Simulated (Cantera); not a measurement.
Charge: 1 mol MgO, 0.75 mol F₂, 12 mol N₂, at 68.0 Pa.

Cantera equilibrium calculation (NASA polynomials, part measured and part estimated; ideal gas, pure solids and liquids). Candidate condensed phases: Mg, MgF₂, MgO; 24 gas species. Mutual solubility and eutectic melting of coexisting phases are not modelled. Equilibrium is a limit: real reactors are often held back by kinetics, nucleation or transport.

**Question.** Which condensed phases are stable at each of these points (T (°C)): 952, 1027, 1102, 1177, 1252, 1327, 1402, 1477?

**Answer.** 
```
T (°C)  condensed phases  Mg condensed (%)
------  ----------------  ----------------
952     MgF₂(s) + MgO(s)              99.9
1027    MgF₂(s) + MgO(s)              99.0
1102    MgF₂(s) + MgO(s)              93.3
1177    MgF₂(s) + MgO(s)              62.9
1252              MgO(s)              25.0
1327              MgO(s)              25.0
1402              MgO(s)              25.0
1477              MgO(s)              25.0
```

From 952 °C to 1177 °C the condensed part is MgF₂(s) + MgO(s). From 1252 °C to 1477 °C the condensed part is MgO(s).
